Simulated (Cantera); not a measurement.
## Thermodynamics of aluminium nitride and oxide growth, feed Al(CH3)3 + N2O + N2

Input: 1 mol Al(CH3)3, 1.4 mol N2O, 220 mol N2, at 1602 °C.

Equilibrium computed with Cantera from the NASA thermochemical tables; the gas is ideal and each condensed phase is pure. Candidate condensed phases: Al, AlN, Al2O3, C, C6H6, C7H8, C8H18, H2O; 148 gas species. The feed counts by its element totals alone. Kinetics and transport are ignored.

From 0.000100 bar to 0.00220 bar the condensed part is C(graphite). From 0.0100 bar to 1.00 bar the condensed part is AlN(s) + C(graphite). The main Al-bearing gas is Al throughout.

| P (Pa) | x N2 | x H2 | x H | x CO | n C(graphite) | n AlN(s) |
|---|---|---|---|---|---|---|
| 10 | 0.965 | 0.0151 | 0.00804 | 0.00611 | 1.34 | 0 |
| 46 | 0.967 | 0.0171 | 0.00399 | 0.00612 | 1.33 | 0 |
| 220 | 0.968 | 0.0181 | 0.00188 | 0.00613 | 1.32 | 0 |
| 1000 | 0.971 | 0.0187 | 0.000897 | 0.00615 | 1.32 | 0.621 |
| 4600 | 0.973 | 0.0190 | 0.000421 | 0.00617 | 1.32 | 0.962 |
| 22000 | 0.973 | 0.0191 | 0.000193 | 0.00617 | 1.32 | 0.996 |
| 100000 | 0.973 | 0.0192 | 9.07e-5 | 0.00617 | 1.31 | 1.000 |
x: gas mole fraction; n: condensed amount in mol.
